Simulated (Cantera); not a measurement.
# Adiabatic ignition

An adiabatic, constant-volume homogeneous reactor starts with H2 : O2 : N2 = 1 : 0.217 : 0.817 (molar parts), equivalence ratio 2.3, at 973 K and 1.00 bar.

Cantera simulation using the H2/O2 subset of GRI-Mech 3.0, which has no nitrogen chemistry; the numbers are that mechanism's predictions, not measurements.

```tsv
t (s)	T (K)	P (bar)	x H2	x O2	x H	x H2O2	x H2O	x OH	x HO2
2.00e-6	973	1.00	0.492	0.107	3.35e-11	<1e-12	2.21e-12	<1e-12	3.92e-11
8.29e-6	973	1.00	0.492	0.107	1.36e-10	<1e-12	5.08e-11	1.80e-12	2.05e-10
3.44e-5	973	1.00	0.492	0.107	5.77e-10	5.86e-12	9.75e-10	8.05e-12	1.60e-9
0.000143	973	1.00	0.492	0.107	2.87e-9	2.79e-10	1.92e-8	4.06e-11	2.13e-8
0.000591	973	1.00	0.492	0.107	5.47e-8	3.23e-8	8.80e-7	7.85e-10	8.34e-7
0.00245	2718	2.53	0.299	5.91e-5	0.0211	3.07e-8	0.231	0.00424	1.00e-7
0.0102	2718	2.53	0.299	5.91e-5	0.0211	3.07e-8	0.231	0.00424	1.00e-7
0.0421	2718	2.53	0.299	5.91e-5	0.0211	3.07e-8	0.231	0.00424	1.00e-7
0.175	2718	2.53	0.299	5.91e-5	0.0211	3.07e-8	0.231	0.00424	1.00e-7
0.724	2718	2.53	0.299	5.91e-5	0.0211	3.07e-8	0.231	0.00424	1.00e-7
3.00	2718	2.53	0.299	5.91e-5	0.0211	3.07e-8	0.231	0.00424	1.00e-7
```
x: mole fraction; the columns are a selection and need not sum to one.

The time of steepest temperature rise is 1.32 ms. The temperature at 3.00 s comes out as 2718 K. The equilibrium temperature is 2718 K and the x(H2) at 3.00 s is 0.299 (gas-phase equilibrium 0.299). The x(O2) at 3.00 s is 5.91e-5 (gas-phase equilibrium 5.91e-5) and the x(H) at 3.00 s is 0.0211 (gas-phase equilibrium 0.0211).
